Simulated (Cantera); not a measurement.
Feed: 1 mol Fe2O3, 2.7 mol H2S, 2.1 mol H2O, equilibrated at 1373 K and 0.260 bar.

These are equilibrium values from Cantera (NASA tables, ideal gas, pure condensed phases), not measurements of a reactor. Candidate condensed phases: Fe, FeO, Fe(OH)2, Fe(OH)3, FeS, FeSO4, FeS2, Fe2O3, Fe2(SO4)3, Fe3O4, H2O, H2SO4, S; 22 gas species. FeS: taken at fixed stoichiometry. Rates play no part.

Base state: H2O 0.840, SO2 0.0649, H2 0.0484, H2S 0.0252, S2 0.0206, S2O 0.000509, SO 0.000473, SH 0.000295 (mole fractions); condensed: FeS(s).

### Question
What changes in the equilibrium state with this change: pressure from 0.260 bar to 0.100 bar?

### Answer
| species | before | after |
|---|---|---|
| H2O | 0.840 | 0.822 |
| SO2 | 0.0649 | 0.0662 |
| H2 | 0.0484 | 0.0626 |
| S2 | 0.0206 | 0.0250 |
| H2S | 0.0252 | 0.0223 |
| SO | 0.000473 | 0.000636 |
| SH | 0.000295 | 0.000370 |
| S2O | 0.000509 | 0.000469 |
| FeS(s), mol | 2.00 | 1.96 |
| FeO(s), mol | 0 | 0.0435 |
Metal and sulfide melt together well below either melting point, which pure phases cannot show. Mutual solubility and eutectic melting of coexisting phases are not modelled. The tables' stoichiometric FeO is somewhat more stable than real wüstite, so its field is too wide. FeO, FeS: taken at fixed stoichiometry.
